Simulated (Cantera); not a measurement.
Feed: 1 mol SiO2, 3 mol Cl2, 30 mol N2, equilibrated at 2.55 Torr.

Cantera equilibrium calculation (NASA polynomials, part measured and part estimated; ideal gas, pure solids and liquids). Candidate condensed phases: Si, SiO2, Si2N2O, Si3N4; 23 gas species. The tables hold silica as quartz up to 1696 K and as liquid above; real silica turns to tridymite and cristobalite and melts near 1996 K. The numbers say what is thermodynamically allowed, not how fast it happens. All values below are at 1550 K.

Base state: N2 0.843, Cl 0.146, Cl2 0.0111, SiCl4 1.61e-5, NO 1.12e-5, O2 1.02e-5 (mole fractions); condensed: SiO2(β-quartz).

### Question
What changes in the equilibrium state with this change: SiO2 replaced by MgO?

### Answer
```csv
species,before,after
N2,0.843,0.849
Cl,0.146,0.102
MgCl2,0,0.0283
O2,1.02e-5,0.0139
Cl2,0.0111,0.00544
SiCl4,1.61e-5,0
NO,1.12e-5,0.000415
O,4.29e-7,1.58e-5
ClO,6.30e-7,1.63e-5
"SiO2(β-quartz), mol",0.999,0
```
Further candidate phases: Mg, MgCl2, MgO.
